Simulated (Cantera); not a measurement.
Feed: 1 mol MgO, 0.98 mol F2, 11 mol H2, held at 1.33 mbar.

Equilibrium computed with Cantera from the NASA thermochemical tables; the gas is ideal and each condensed phase is pure. Candidate condensed phases: H2O, Mg, MgF2, MgO, Mg(OH)2; 31 gas species. Kinetics and transport are ignored. All values below are at 1502 °C.

Base state: H2 0.806, HF 0.147, H2O 0.0199, Mg 0.0121, H 0.00712, MgF2 0.00606, MgF 0.00178, OH 1.10e-5 (mole fractions); condensed: MgO(s).

**Question.** What changes in the equilibrium state with this change: F2 from 0.98 to 4.4 mol?

**Answer.** 
| species | before | after |
|---|---|---|
| HF | 0.147 | 0.496 |
| H2 | 0.806 | 0.419 |
| H2O | 0.0199 | 0.0399 |
| MgF2 | 0.00606 | 0.0346 |
| Mg | 0.0121 | 0.00315 |
| OH | 1.10e-5 | 3.04e-5 |
| H | 0.00712 | 0.00513 |
| MgOH | 1.00e-5 | 7.22e-6 |
| MgO(s), mol | 0.757 | 0.381 |
